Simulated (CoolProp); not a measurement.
A single-stage vapour-compression cycle with R125: evaporating at 219.15 K (dew point), condensing at 289.15 K (bubble point), superheat 2 K, subcooling 8 K, compressor efficiency 0.75, no pressure losses. Each further row changes one setting.

Values from CoolProp's reference Helmholtz-energy equation of state, Lemmon 2005.

| case | cooling COP | pressure ratio | discharge temperature (K) | refrigerating effect (kJ/kg) | volumetric capacity (kJ/m³) |
|---|---|---|---|---|---|
| as stated | … | 14.4 | 312.9 | 95.3 | 483 |
| evaporating temperature 224.15 K | 1.89 | … | 310.2 | 98.2 | 632 |
| condensing temperature 284.15 K | … | 12.5 | … | 102 | 516 |
| subcooling 13 K | … | 14.4 | 312.9 | 102 | 516 |
| superheat 12 K | … | 14.4 | 323.6 | 102 | 493 |
| compressor efficiency 0.65 | … | 14.4 | 322.3 | 95.3 | 483 |

What belongs in the gaps?


- as stated, cooling COP: 1.66
- evaporating temperature 224.15 K, pressure ratio: 11.1
- condensing temperature 284.15 K, cooling COP: 1.88
- condensing temperature 284.15 K, discharge temperature (K): 307.4
- subcooling 13 K, cooling COP: 1.77
- superheat 12 K, cooling COP: 1.69
- compressor efficiency 0.65, cooling COP: 1.44
